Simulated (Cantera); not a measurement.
Cantera with NASA thermochemical tables; ideal gases at 1 bar, condensed phases pure. Values are per mole of reaction as written; species without (g) are pure solids or liquids, kept so even where they would boil at 1 bar.

2 Li(g) + O(g) = Li₂O, with ΔH° = -1166.5 kJ and ΔS° = -400.7 J/K at 300 K.

Problem. How far is the shortcut ΔG° ≈ ΔH°(300 K) − T·ΔS°(300 K) from the full temperature-dependent value at 1073, 1123, 1173, 1223, 1273, 1323, 1373, 1423, 1473, 1523, 1573 K?

Solution. 
```
T (K)  shortcut (kJ)  full (kJ)  difference (kJ)  difference in log10 K
-----  -------------  ---------  ---------------  ---------------------
1073          -736.5     -739.0              2.5                  -0.12
1123          -716.5     -719.6              3.1                  -0.15
1173          -696.4     -700.2              3.8                  -0.17
1223          -676.4     -680.9              4.5                  -0.19
1273          -656.3     -661.7              5.3                  -0.22
1323          -636.3     -642.5              6.2                  -0.24
1373          -616.3     -623.4              7.1                  -0.27
1423          -596.2     -604.3              8.1                  -0.30
1473          -576.2     -585.3              9.1                  -0.32
1523          -556.2     -566.4             10.2                  -0.35
1573          -536.1     -547.5             11.4                  -0.38
```
The shortcut ignores the heat-capacity change of the reaction.
